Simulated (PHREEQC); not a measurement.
A solution holds 0.011 mol/kgw CuCl2, 0.0012 mol/kgw HBF4 and 0.0034 mol/kgw NaCl, at 25 °C. Closed to the air; pH follows from the charge balance.

Computed with PHREEQC (ion-association model, wateq4f.dat).

Precipitation was switched off in this run.

**Question.** Estimate the pH, ionic strength.

**Answer.** pH 2.84; ionic strength 0.0371 mol/kgw.

**Question.** In which forms is Cl present?

**Answer.** Cl- 99 %, CuCl+ 1.4 % of the Cl.

Species that the database lacks are ignored. Real BF4- forms and hydrolyses slowly; the run takes it at equilibrium.
